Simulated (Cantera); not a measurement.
Input (Python, Cantera):

```python
import numpy as np
import cantera as ct

gas = ct.Solution("gri30.yaml")
gas.TP = 300, 99000
flame = ct.CounterflowDiffusionFlame(gas, width=0.02)
flame.fuel_inlet.X, flame.fuel_inlet.T = {'CH4': 1, 'N2': 0.58}, 525
flame.oxidizer_inlet.X, flame.oxidizer_inlet.T = {'O2': 0.2, 'N2': 0.8}, 373
flame.set_refine_criteria(ratio=3, slope=0.12, curve=0.24, prune=0.03)
show = ['OH', 'H', 'NO', 'CO', 'C2H2']

rows = []
print(f"{'mdot':>8s}{'a_max':>10s}{'a_mean':>10s}{'Tmax/K':>9s}" + "".join(f"{s:>11s}" for s in show) + "   (peak mole fractions)")
for i, mdot in enumerate([0.25, 0.37, 0.55, 0.82, 1.2, 1.8, 2.7, 4]):  # kg/m2/s on the oxidiser side
    flame.oxidizer_inlet.mdot, flame.fuel_inlet.mdot = mdot, 0.74 * mdot
    flame.solve(loglevel=0, auto=(i == 0))
    if flame.T.max() < max(525, 373) + 100:
        print(f"{mdot:8.3g}  no burning solution found from the previous one")
        break
    dT = np.abs(np.gradient(flame.T, flame.grid))
    rows.append([flame.strain_rate("max"), flame.strain_rate("mean"), flame.T.max(),
                 *(flame.X[gas.species_index(s)].max() for s in show), max(dT[0], dT[-1]) / dT.max()])
    print(f"{mdot:8.3g}{rows[-1][0]:10.1f}{rows[-1][1]:10.1f}{rows[-1][2]:9.1f}" + "".join(f"{x:11.3e}" for x in rows[-1][3:-1]))
```

Result:

```
    mdot     a_max    a_mean   Tmax/K         OH          H         NO         CO       C2H2   (peak mole fractions)
    0.25     145.0      33.5   1984.3  5.496e-03  2.911e-03  1.787e-04  3.931e-02  7.509e-03
    0.37     205.3      49.7   1966.3  5.431e-03  3.053e-03  1.562e-04  3.921e-02  6.783e-03
    0.55     295.2      73.8   1948.7  5.348e-03  3.190e-03  1.316e-04  3.940e-02  6.157e-03
    0.82     428.2     110.0   1925.8  5.159e-03  3.272e-03  1.031e-04  3.969e-02  5.424e-03
     1.2     612.3     161.0   1897.5  4.844e-03  3.259e-03  7.380e-05  4.015e-02  4.559e-03
     1.8     894.6     241.5   1851.4  4.236e-03  3.024e-03  4.121e-05  4.084e-02  3.323e-03
     2.7  no burning solution found from the previous one
```

Computed with Cantera and GRI-Mech 3.0 (53 species, 325 reactions). GRI-Mech 3.0 has no aromatics or soot, which form on the fuel side of real flames. The maximum strain rate includes the flame's own expansion and is several times the mean. A flux with no burning solution from the previous one only brackets extinction.
